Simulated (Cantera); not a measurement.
# Hydrocarbon pyrolysis for carbon deposition

An isothermal, constant-pressure homogeneous reactor starts with 32.3 % C2H6, 67.7 % H2, at 1350 K and 0.0160 bar.

Model: GRI-Mech 3.0 (53 species, 325 reactions), integrated in Cantera. GRI-Mech 3.0 stops at C3 and has no aromatics, soot or wall deposition, so with more carbon than oxygen in the feed, carbon stays in small species such as C2H2 where larger ones or solid carbon would form. Radical loss at walls, strong at low pressure, is not modelled.

```csv
t (s),x C2H6,x H2,x CH2,x CH3,x C2H4
6.00e-6,0.323,0.677,1.49e-12,2.67e-5,9.36e-9
3.76e-5,0.322,0.677,3.11e-10,0.000147,3.65e-6
0.000236,0.320,0.677,2.34e-8,0.000525,0.000696
0.00148,0.274,0.677,4.20e-7,0.00263,0.0270
0.00928,0.0612,0.661,2.69e-7,0.00189,0.134
0.0582,0.00105,0.667,9.32e-9,0.000225,0.128
0.365,3.61e-5,0.678,4.31e-10,4.43e-5,0.0933
2.29,1.43e-5,0.695,2.80e-10,3.50e-5,0.0349
14.4,8.29e-6,0.706,2.85e-10,3.48e-5,0.00279
90.0,7.20e-6,0.716,2.78e-10,3.26e-5,0.00281
```
x: mole fraction; the columns are a selection and need not sum to one.

Equilibrium at this temperature and pressure: C2H6 1.35e-6, H2 0.786, CH2 1.49e-10, CH3 1.04e-5, C2H4 0.00349 (gas phase only).
